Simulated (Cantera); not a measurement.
**MgO + C + H₂ (sublimation and decomposition of ceramics)**

Feed: 1 mol MgO, 0.31 mol C, 2.9 mol H₂, at 39.0 Pa.

Cantera equilibrium calculation (NASA polynomials, part measured and part estimated; ideal gas, pure solids and liquids). Candidate condensed phases: C, C₆H₆, C₇H₈, C₈H₁₈, H₂O, Mg, MgCO₃, MgO, Mg(OH)₂; 139 gas species. Ions and electrons are included (thermal ionisation). Kinetics and transport are ignored.

From 3000 K to 5000 K nothing is condensed. The main Mg-bearing gas is Mg at 3000 K and Mg+ at 5000 K.

| T (K) | x H | x Mg | x O | x e- | x Mg+ | x CO | x C |
|---|---|---|---|---|---|---|---|
| 3000 | 0.733 | 0.129 | 0.0871 | 0.000176 | 0.000176 | 0.0401 | 2.67e-9 |
| 3250 | 0.740 | 0.128 | 0.0881 | 0.000603 | 0.000603 | 0.0398 | 7.71e-8 |
| 3500 | 0.742 | 0.126 | 0.0882 | 0.00174 | 0.00174 | 0.0397 | 1.40e-6 |
| 3750 | 0.740 | 0.123 | 0.0881 | 0.00437 | 0.00437 | 0.0396 | 1.74e-5 |
| 4000 | 0.736 | 0.117 | 0.0877 | 0.00967 | 0.00967 | 0.0392 | 0.000157 |
| 4250 | 0.729 | 0.107 | 0.0877 | 0.0191 | 0.0191 | 0.0379 | 0.00107 |
| 4500 | 0.715 | 0.0897 | 0.0902 | 0.0335 | 0.0335 | 0.0331 | 0.00513 |
| 4750 | 0.694 | 0.0674 | 0.0975 | 0.0522 | 0.0522 | 0.0221 | 0.0150 |
| 5000 | 0.671 | 0.0441 | 0.106 | 0.0716 | 0.0716 | 0.0101 | 0.0258 |
x: gas mole fraction; nothing condenses.
